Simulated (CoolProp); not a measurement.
1000 sccm (0 °C, 1 atm) of nitrogen bubbles through liquid m-xylene at 349.5 K and leaves saturated at a total pressure of 0.15 MPa (ideal gas phase). Each further row changes one setting.

Model: reference Helmholtz-energy equation of state, Zhou 2012, in CoolProp.

| case | vapour pressure (kPa) | mole fraction of vapour | delivery (mg/min) | delivery (sccm) | change of delivery for a bath 1 K warmer (%) |
|---|---|---|---|---|---|
| as stated | 13.1 | 0.0873 | 453 | 95.7 | 4.4 |
| bath temperature 354.5 K | 15.9 | 0.106 | 562 | 119 | 4.4 |
| total pressure 0.3 MPa | 13.1 | 0.0437 | 216 | 45.7 | 4.2 |
